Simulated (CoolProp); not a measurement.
Vapour-liquid equilibrium of R1234yf (1) + R152A (2) at 0.214 MPa; x and y are mole fractions of (1).

The numbers come from the multi-fluid Helmholtz-energy mixture model, Lemmon 2022 and Outcalt 1996; pair parameters Bell 2023 in CoolProp.

```
x      bubble temperature, mixture model (°C)  bubble temperature, Raoult's law (°C)  y, mixture model  y, Raoult's law
-----  --------------------------------------  -------------------------------------  ----------------  ---------------
0.05                                     -6.6                                   -6.0             0.077            0.060
0.125                                    -7.6                                   -6.4             0.177            0.148
0.2                                      -8.5                                   -6.8             0.262            0.233
0.275                                    -9.1                                   -7.2             0.338            0.315
0.35                                     -9.6                                   -7.6             0.408            0.396
0.425                                   -10.0                                   -8.0             0.474            0.473
0.5                                     -10.4                                   -8.4             0.539            0.549
0.575                                   -10.6                                   -8.8             0.603            0.622
0.65                                    -10.8                                   -9.2             0.668            0.694
0.725                                   -10.9                                   -9.6             0.735            0.763
0.8                                     -11.0                                  -10.0             0.803            0.830
0.875                                   -11.0                                  -10.3             0.875            0.895
0.95                                    -11.0                                  -10.7             0.949            0.959
```

The largest gap from Raoult's law is -2.0 K in bubble temperature, at x = 0.425. y crosses x between x = 0.8 and 0.875: the model has an azeotrope there.

The pair parameters rest on a limited set of measurements; away from them the model extrapolates.
